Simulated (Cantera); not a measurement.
## Equilibrium for silicon nitride deposition: SiH4 + NH3 + CH4

Input: 1 mol SiH4, 7.7 mol NH3, 0.0005 mol CH4, equilibrated at 10.0 Torr.

Method: chemical equilibrium by Gibbs-energy minimisation in Cantera with the NASA 1993 tables (ideal gas, pure condensed phases). Candidate condensed phases: C, C6H6, C7H8, C8H18, Si, SiC, Si3N4; 105 gas species. The tables' values for SiN are old estimates; treat these amounts as uncertain. Gases not in the tables: Si2H6 and higher silanes. Kinetics and transport are ignored.

```tsv
T (°C)	log p H2	log p N2	log p H	log p Si	log p SiH	log p SiH2	n Si3N4(s)	n Si(l)
600	-1.97	-2.60	-11.31	<-13	<-13	<-13	0.333	0
700	-1.97	-2.60	-9.95	<-13	<-13	<-13	0.333	0
800	-1.97	-2.60	-8.84	<-13	<-13	<-13	0.333	0
900	-1.97	-2.60	-7.91	<-13	<-13	-13.68	0.333	0
1000	-1.97	-2.60	-7.13	-13.43	-13.42	-11.97	0.333	0
1100	-1.97	-2.60	-6.46	-11.36	-11.58	-10.51	0.333	0
1200	-1.97	-2.60	-5.88	-9.57	-10.00	-9.25	0.333	0
1300	-1.97	-2.60	-5.37	-8.02	-8.62	-8.16	0.333	0
1400	-1.97	-2.60	-4.93	-6.65	-7.41	-7.20	0.333	0
1500	-1.98	-2.53	-4.54	-5.67	-6.57	-6.59	0	0.996
1600	-1.99	-2.53	-4.18	-5.05	-6.08	-6.30	0	0.985
1700	-1.99	-2.53	-3.86	-4.50	-5.64	-6.03	0	0.951
1800	-2.00	-2.54	-3.58	-4.00	-5.24	-5.80	0	0.848
```
log p: log10 of the partial pressure in bar; n: condensed amount in mol.

From 600 °C to 1400 °C the condensed part is Si3N4(s). From 1500 °C to 1800 °C the condensed part is Si(l).
